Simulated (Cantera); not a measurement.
Cantera run:

```python
import numpy as np
import cantera as ct

gas_names = """
    Cu CuO Cu2 H HO2 H2 H2O H2O2 O OH O2 O3
""".split()
cond_names = """
    Cu(cr) Cu(L) CuO(s) CuO2H2(s) Cu2O(s) Cu2O(L) H2O(s) H2O(L)
""".split()


def load(file, names, dense=False):
    # The tables refer to 1 bar. Condensed volumes are neglected.
    table = {s.name: s for s in ct.Species.list_from_file(file)}
    out = []
    for n in names:
        d = dict(table[n].input_data)
        d["thermo"] = dict(d["thermo"], **{"reference-pressure": 1e5})
        if dense:
            d["equation-of-state"] = {"model": "constant-volume", "density": "1e6 g/cm^3"}
        out.append(ct.Species.from_dict(d))
    return out


gas = ct.Solution(thermo="ideal-gas", species=load("nasa_gas.yaml", gas_names))
cond = {s.name: ct.Solution(thermo="fixed-stoichiometry", species=[s], name=s.name)
        for s in load("nasa_condensed.yaml", cond_names, dense=True)}
atoms = {
    'Cu': {'Cu': 1},
    'H2O': {'H': 2, 'O': 1},
    'H2': {'H': 2},
}
top_T = {'CuO(s)': 1390}  # K; cautious upper limits of use, not melting points


def equilibrate(T, P, feed):
    n = {}
    for name, mol in feed.items():
        for a, k in atoms[name].items():
            n[a] = n.get(a, 0.0) + k * mol
    gas.TPX = T, P, n
    mass = sum(n.values()) * gas.mean_molecular_weight
    gas.equilibrate("TP")
    valid = [c for c in cond.values() if c.min_temp <= T <= top_T.get(c.name, c.max_temp)]
    mix = ct.Mixture([(gas, mass / gas.mean_molecular_weight)] + [(c, 0.0) for c in valid])
    mix.T, mix.P = T, P
    mix.equilibrate("TP", solver="vcs", rtol=1e-11, max_steps=5000)
    return mix


results = []
feed = {'Cu': 1, 'H2O': 0.13, 'H2': 8}  # mol
P = 2300000  # Pa
for T in [1200, 1250, 1300, 1350, 1400, 1450, 1500, 1550, 1600, 1650, 1700, 1750]:
    mix = equilibrate(T, P, feed)
    results.append((T, P, feed, dict(zip(mix.species_names, mix.species_moles))))

top = {s: max(r[3][s] / sum(r[3][g] for g in gas_names) for r in results) for s in gas_names}
cols = sorted((s for s in top if top[s] > 0.001), key=lambda s: -top[s])[:7]
seen = [c for c in cond_names if any(r[3].get(c, 0) > 1e-12 for r in results)]
print("log10 of partial pressures in bar; condensed amounts in mol")
print(f"{'T/K':>10s}" + "".join(f"{s[:9]:>10s}" for s in cols + seen))
for T, P, feed, n in results:
    ng = sum(n[g] for g in gas_names)
    print(f"{T:10.4g}" + "".join(f"{np.log10(max(n[s] / ng * P / 1e5, 1e-99)):10.3f}" for s in cols)
          + "".join(f"{n.get(c, 0):10.4g}" for c in seen))
```

Result:

```
log10 of partial pressures in bar; condensed amounts in mol
       T/K        H2       H2O    Cu(cr)     Cu(L)
      1200     1.355    -0.434         1         0
      1250     1.355    -0.434         1         0
      1300     1.355    -0.434         1         0
      1350     1.355    -0.434         1         0
      1400     1.355    -0.434         0         1
      1450     1.355    -0.434         0         1
      1500     1.355    -0.434         0         1
      1550     1.355    -0.434         0         1
      1600     1.355    -0.434         0         1
      1650     1.355    -0.434         0         1
      1700     1.355    -0.434         0    0.9999
      1750     1.355    -0.434         0    0.9999
```

Cantera equilibrium calculation (NASA polynomials, part measured and part estimated; ideal gas, pure solids and liquids).
